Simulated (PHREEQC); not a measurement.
PHREEQC input (ion-association model, wateq4f.dat):

```
SOLUTION_MASTER_SPECIES
  An  An-  0  An  62.0  # stands for a non-complexing anion
SOLUTION_SPECIES
  An- = An-
    -log_k 0
    -gamma 3.0 0
PHASES
  Fix_H+
    H+ = H+
    -log_k 0
SOLUTION 1
  temp 25
  units mmol/kgw
  pH 7 charge
  Cl 0.04
  Sr 0.02
  Na 100
  An 100
END
SELECTED_OUTPUT 1
  -reset false
  -pH true
  -pe true
  -ionic_strength true
  -water true
  -totals Cl Na Sr
  -molalities Hfo_wOH Hfo_wOH2+ Hfo_wO- Hfo_sOH Hfo_sOH2+ Hfo_sO- Hfo_sOHSr+2 Hfo_wOSr+ Hfo_wOSrOH
  -saturation_indices Halite
USER_PUNCH 1
  -headings sigma psi
  10 PUNCH EDL("sigma", "Hfo"), EDL("psi", "Hfo")
PRINT
  -reset false
USE solution 1
SURFACE 1
  Hfo_wOH 4.7191e-05 600 0.021
  Hfo_sOH 1.17978e-06
EQUILIBRIUM_PHASES 1
  Fix_H+ -3 HAn 10
    -force_equality true
  O2(g) -0.68 10
END
# ... the last block is repeated for the other 16 points of pH, with NaOH or the acid as the point needs
```

Selected output (columns that matter, 17 of 17 rows; pH added in front):

```
pH	mu	Na	Sr	m_Hfo_wOH	m_Hfo_wOH2+	m_Hfo_wO-	m_Hfo_sOH	m_Hfo_sOH2+	m_Hfo_sO-	m_Hfo_sOHSr+2	m_Hfo_wOSr+	si_Halite	sigma	psi
3	0.1013	0.1	2e-05	9.0381e-07	4.6287e-05	4.0429e-10	2.2595e-08	1.1572e-06	1.0107e-11	1.2507e-13	4.8957e-18	-7.2041	0.36333	0.15266
3.38	0.10059	0.1	2e-05	2.0282e-06	4.5161e-05	2.0866e-09	5.0704e-08	1.129e-06	5.2165e-11	3.0591e-13	2.7541e-17	-7.2036	0.35448	0.15158
3.75	0.1003	0.1	2e-05	4.1314e-06	4.3051e-05	9.0828e-09	1.0329e-07	1.0763e-06	2.2707e-10	7.5055e-13	1.444e-16	-7.2034	0.33786	0.1492
4.12	0.10017	0.1	2e-05	7.5504e-06	3.9608e-05	3.2974e-08	1.8876e-07	9.9019e-07	8.2434e-10	1.911e-12	7.3032e-16	-7.2033	0.31065	0.14494
4.5	0.10012	0.1	2e-05	1.228e-05	3.4811e-05	9.9242e-08	3.0701e-07	8.7029e-07	2.481e-09	5.2237e-12	3.6942e-15	-7.2032	0.27248	0.13828
4.88	0.10009	0.1	2e-05	1.7578e-05	2.9372e-05	2.4098e-07	4.3944e-07	7.3431e-07	6.0244e-09	1.4952e-11	1.7938e-14	-7.2032	0.22867	0.12938
5.25	0.10008	0.1	2e-05	2.2547e-05	2.4162e-05	4.8201e-07	5.6366e-07	6.0402e-07	1.205e-08	4.3345e-11	8.1091e-14	-7.2032	0.18588	0.1189
5.62	0.10007	0.1	2e-05	2.6834e-05	1.9511e-05	8.4548e-07	6.7079e-07	4.8773e-07	2.1135e-08	1.305e-10	3.5986e-13	-7.2032	0.14652	0.10698
6	0.10007	0.1	2e-05	3.0296e-05	1.5542e-05	1.3528e-06	7.5713e-07	3.8842e-07	3.3809e-08	4.2198e-10	1.6496e-12	-7.2032	0.11139	0.093459
6.38	0.10007	0.1	1.9999e-05	3.2788e-05	1.242e-05	1.9829e-06	8.1871e-07	3.1013e-07	4.9512e-08	1.4315e-09	7.5851e-12	-7.2032	0.08195	0.078771
6.75	0.10006	0.1	1.9995e-05	3.4402e-05	1.0107e-05	2.6826e-06	8.5644e-07	2.5161e-07	6.6784e-08	4.9489e-09	3.3913e-11	-7.2032	0.058347	0.063414
7.12	0.10006	0.1	1.9982e-05	3.5395e-05	8.3658e-06	3.4306e-06	8.7144e-07	2.0597e-07	8.4463e-08	1.79e-08	1.5416e-10	-7.2032	0.039001	0.047114
7.5	0.10006	0.1	1.9932e-05	3.5961e-05	6.9913e-06	4.2376e-06	8.4754e-07	1.6477e-07	9.9871e-08	6.7605e-08	7.395e-10	-7.2032	0.022626	0.029654
7.88	0.10006	0.1	1.9769e-05	3.6207e-05	5.8265e-06	5.1543e-06	7.3042e-07	1.1754e-07	1.0398e-07	2.2784e-07	3.5174e-09	-7.2032	0.008769	0.012031
8.25	0.10006	0.1	1.9438e-05	3.6131e-05	4.7561e-06	6.288e-06	4.8482e-07	6.3819e-08	8.4375e-08	5.4676e-07	1.5514e-08	-7.2032	-0.0033958	-0.0046952
8.62	0.10007	0.10001	1.9047e-05	3.5658e-05	3.7999e-06	7.6658e-06	2.2254e-07	2.3714e-08	4.7841e-08	8.8569e-07	6.6747e-08	-7.2032	-0.015715	-0.021154
9	0.10007	0.10002	1.8629e-05	3.4641e-05	2.9557e-06	9.3009e-06	7.5081e-08	6.4062e-09	2.0159e-08	1.0781e-06	2.9219e-07	-7.2031	-0.029947	-0.037923
```

Species that the database lacks are ignored. The oxide is taken as insoluble; below pH 4 it would dissolve.
